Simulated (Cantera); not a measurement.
HMDSO + O3 (silicon oxide and oxynitride deposition)

A closed system holds: 1 mol HMDSO, a varied amount of O3, at 798 K and 7.30 Pa.

Cantera equilibrium calculation (NASA polynomials, part measured and part estimated; ideal gas, pure solids and liquids). Candidate condensed phases: C, C6H6, C7H8, C8H18, H2O, Si, SiC, SiO2; 123 gas species. The feed counts by its element totals alone. Equilibrium is a limit: real reactors are often held back by kinetics, nucleation or transport.

| n(O3) (mol) | log p H2 | log p CO | log p CH4 | log p H2O | n C(graphite) | n SiC(s) | n SiO2(α-quartz) |
|---|---|---|---|---|---|---|---|
| 0.21 | -4.14 | -10.94 | -8.13 | -13.69 | 4.81 | 1.19 | 0.815 |
| 0.25 | -4.14 | -10.94 | -8.13 | -13.69 | 4.87 | 1.12 | 0.875 |
| 0.29 | -4.14 | -10.94 | -8.13 | -13.69 | 4.93 | 1.06 | 0.935 |
| 0.33 | -4.14 | -10.94 | -8.13 | -13.69 | 4.99 | 1.00 | 0.995 |
| 0.39 | -4.14 | -10.94 | -8.13 | -13.69 | 5.08 | 0.915 | 1.08 |
| 0.45 | -4.14 | -10.94 | -8.13 | -13.69 | 5.17 | 0.825 | 1.18 |
| 0.53 | -4.14 | -10.94 | -8.13 | -13.69 | 5.29 | 0.705 | 1.29 |
| 0.61 | -4.14 | -10.94 | -8.13 | -13.69 | 5.41 | 0.585 | 1.42 |
| 0.71 | -4.14 | -10.94 | -8.13 | -13.69 | 5.56 | 0.435 | 1.56 |
| 0.83 | -4.14 | -10.94 | -8.13 | -13.69 | 5.74 | 0.255 | 1.75 |
| 0.97 | -4.14 | -10.94 | -8.13 | -13.69 | 5.95 | 0.0450 | 1.96 |
| 1.1 | -4.15 | -5.63 | -8.16 | -8.39 | 5.70 | 0 | 2.00 |
log p: log10 of the partial pressure in bar; n: condensed amount in mol.

From 0.21 mol O3 to 0.97 mol O3 the condensed part is C(graphite) + SiC(s) + SiO2(α-quartz). At 1.1 mol O3 the condensed part is C(graphite) + SiO2(α-quartz).
